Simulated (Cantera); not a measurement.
Feed: 1 mol AlCl₃, a varied amount of NH₃, 2 mol H₂, held at 402 °C and 1330 Pa.

Method: chemical equilibrium by Gibbs-energy minimisation in Cantera with the NASA 1993 tables (ideal gas, pure condensed phases). Candidate condensed phases: Al, AlCl₃, AlN, NH₄Cl; 20 gas species. Kinetics and transport are ignored.

x: gas mole fraction; n: condensed amount in mol.

```csv
n(NH₃) (mol),x H₂,x N₂,x HCl,x AlCl₃,x Al₂Cl₆,x NH₃,n AlN(s)
1.4,0.640,0.0971,0.150,0.0997,0.0123,2.79e-5,(withheld)
2,0.647,0.120,0.145,0.0798,0.00789,3.14e-5,(withheld)
2.8,0.655,0.141,0.138,0.0615,0.00469,3.47e-5,(withheld)
3.9,0.665,0.160,0.128,0.0451,0.00253,3.78e-5,(withheld)
5.5,0.675,0.177,0.115,0.0307,0.00117,4.08e-5,(withheld)
7.8,0.686,0.193,0.101,0.0192,0.000459,4.36e-5,(withheld)
11,0.697,0.206,0.0857,0.0111,0.000154,4.61e-5,(withheld)
15,0.707,0.215,0.0718,0.00628,4.89e-5,4.81e-5,(withheld)
22,0.717,0.225,0.0555,0.00277,9.53e-6,5.02e-5,(withheld)
```

**Question.** What belongs in the gaps?

**Answer.** 
- 1.4, n AlN(s): 0.287
- 2, n AlN(s): 0.337
- 2.8, n AlN(s): 0.393
- 3.9, n AlN(s): 0.459
- 5.5, n AlN(s): 0.538
- 7.8, n AlN(s): 0.625
- 11, n AlN(s): 0.714
- 15, n AlN(s): 0.790
- 22, n AlN(s): 0.869
